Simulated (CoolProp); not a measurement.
A simple Rankine cycle with R236FA: condensing at 314.15 K, boiler at 1.89 MPa, turbine inlet 386.9 K, turbine efficiency 0.65, pump efficiency 0.7, no recuperator. Each further row changes one setting.

Values from CoolProp's reference Helmholtz-energy equation of state, Pan 2012.

| case | thermal efficiency (%) | net work (kJ/kg) | heat in (kJ/kg) | turbine exit temperature (K) | volume ratio over the turbine |
|---|---|---|---|---|---|
| as stated | … | … | 185 | 351.3 | 4.92 |
| condensing temperature 306.15 K | 8.4 | 16.4 | … | … | 6.31 |
| boiler pressure 1.32 MPa | 5.9 | … | 194 | 363.7 | 3.13 |
| turbine efficiency 0.55 | 6.2 | … | 185 | 353.8 | 4.97 |

**Question.** Complete the blanks.

**Answer.** 
- as stated, thermal efficiency (%): 7.4
- as stated, net work (kJ/kg): 13.7
- condensing temperature 306.15 K, heat in (kJ/kg): 195
- condensing temperature 306.15 K, turbine exit temperature (K): 347.0
- boiler pressure 1.32 MPa, net work (kJ/kg): 11.5
- turbine efficiency 0.55, net work (kJ/kg): 11.4
